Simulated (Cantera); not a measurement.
Feed: 1 mol Al(CH3)3, 70 mol NH3, 3.1 mol H2, held at 10.0 Torr.

Equilibrium computed with Cantera from the NASA thermochemical tables; the gas is ideal and each condensed phase is pure. Candidate condensed phases: Al, AlN, C, C6H6, C7H8, C8H18; 97 gas species. The feed counts by its element totals alone. The numbers say what is thermodynamically allowed, not how fast it happens.

Over these rows the condensed part is AlN(s) + C(graphite). Partial pressures as log10 of bar:

| T (K) | 1000/T (1/K) | log p HCN | log p H2 | log p N2 |
|---|---|---|---|---|
| 875 | 1.1429 | -8.53 | -1.99 | -2.50 |
| 975 | 1.0256 | -7.71 | -1.99 | -2.50 |
| 1075 | 0.9302 | ? | -1.99 | -2.50 |
| 1175 | 0.8511 | -6.50 | -1.99 | -2.50 |
| 1275 | 0.7843 | -6.04 | -1.99 | -2.50 |
| 1375 | 0.7273 | -5.64 | -1.99 | -2.51 |

Fit log p(HCN) = a + b·(1000/T) to the five rows, give the apparent enthalpy, and predict the row at 1075 K.

Means: 1000/T = 0.9062, log p = -6.884. Sxy = -0.834826, Sxx = 0.1201841, so b = -6.95 and a = -6.884 − (-6.95)×0.9062 = -0.59.
Apparent enthalpy: −19.145 × (-6.95) = 133 kJ/mol. With the condensed phases at unit activity, C(graphite) + 1/2 H2(g) + 1/2 N2(g) = HCN(g) links this pressure to the main gases: over the six rows their terms move log p by -0.00 in all, so the slope is close to that reaction's ΔH°. The five rows lie within 0.01 of the line.
Prediction at 1075 K: -0.59 + (-6.95)×0.9302 = -7.05. The computed value is -7.05, 0.00 from the line.
